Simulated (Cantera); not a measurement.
Mixture: H₂ : O₂ : N₂ = 1 : 0.847 : 3.19 (molar parts), equivalence ratio 0.59, at 10.0 bar, adiabatic and at constant pressure. Ignition delay is the time to a rise of 400 K.

Model: the H2/O2 subset of GRI-Mech 3.0, which has no nitrogen chemistry, integrated in Cantera. The hydrogen kinetics of GRI-Mech 3.0 are dated; newer H2 mechanisms differ, most at raised pressure. Below about 950 K walls govern HO2 and H2O2 in real vessels.

**Question.** At T0 = 1123 K, what is the delay, and which 5 reactions control it most (d ln τ / d ln k, from doubling and halving each rate constant)?

**Answer.** The delay is 0.630 ms.
| reaction | d ln τ / d ln k | faster rate |
|---|---|---|
| H + O2 <=> O + OH | -1.87 | shortens it |
| H + O2 + N2 <=> HO2 + N2 | 0.72 | lengthens it |
| 2 OH (+M) <=> H2O2 (+M) | -0.44 | shortens it |
| H + H2O2 <=> H2 + HO2 | -0.44 | shortens it |
| H + O2 + M <=> HO2 + M | 0.34 | lengthens it |
